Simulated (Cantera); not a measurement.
Input (Python, Cantera):

```python
import numpy as np
import cantera as ct

surf = ct.Interface("diamond.yaml", "diamond_100")
gas, bulk = surf.adjacent["gas"], surf.adjacent["diamond"]
k = surf.kinetics_species_index(bulk.species_names[0])
cover = ["c6HH", "c6H*", "c6*H", "c6**", "c6HM", "c6B"]

rows, drift = [], 0.0
print(f"{'P':>10s}{'um/h':>11s}" + "".join(f"{s:>11s}" for s in cover))
for v in [1500, 2100, 3000, 4200, 5900, 8400, 12000, 17000]:
    T, P, xH, xCH3 = 1000, v, 0.0045, 1.9e-05
    gas.TPX = T, P, {"H": xH, "CH3": xCH3, "CH4": 0.015, "H2": 1 - xH - xCH3 - 0.015}
    surf.TP = bulk.TP = T, P
    surf.coverages = "c6H*:0.1, c6HH:0.9"
    surf.advance_coverages(100.0)
    before = surf.coverages
    surf.advance_coverages(100.0)
    drift = max(drift, np.max(np.abs(surf.coverages - before) / (surf.coverages + 1e-9)))
    rate = surf.net_production_rates[k] * bulk.mean_molecular_weight / bulk.density * 3.6e9
    rows.append([rate, *surf[cover].coverages])
    print(f"{v:10.4g}{rate:11.4e}" + "".join(f"{x:11.3e}" for x in rows[-1][1:]))
```

Result:

```
         P       um/h       c6HH       c6H*       c6*H       c6**       c6HM        c6B
      1500 1.3214e-01  5.957e-01  1.826e-02  3.736e-01  9.629e-03  2.008e-03  3.586e-10
      2100 1.9157e-01  5.957e-01  1.826e-02  3.736e-01  9.629e-03  2.081e-03  5.198e-10
      3000 2.8119e-01  5.956e-01  1.827e-02  3.735e-01  9.629e-03  2.140e-03  7.630e-10
      4200 4.0102e-01  5.956e-01  1.828e-02  3.735e-01  9.630e-03  2.181e-03  1.088e-09
      5900 5.7106e-01  5.956e-01  1.830e-02  3.735e-01  9.632e-03  2.211e-03  1.550e-09
      8400 8.2138e-01  5.955e-01  1.832e-02  3.734e-01  9.635e-03  2.235e-03  2.229e-09
   1.2e+04 1.1821e+00  5.955e-01  1.835e-02  3.734e-01  9.639e-03  2.251e-03  3.208e-09
   1.7e+04 1.6835e+00  5.955e-01  1.840e-02  3.733e-01  9.646e-03  2.263e-03  4.568e-09
```

Model: the Harris–Goodwin 1993 mechanism for the reconstructed diamond (100) surface, integrated in Cantera.
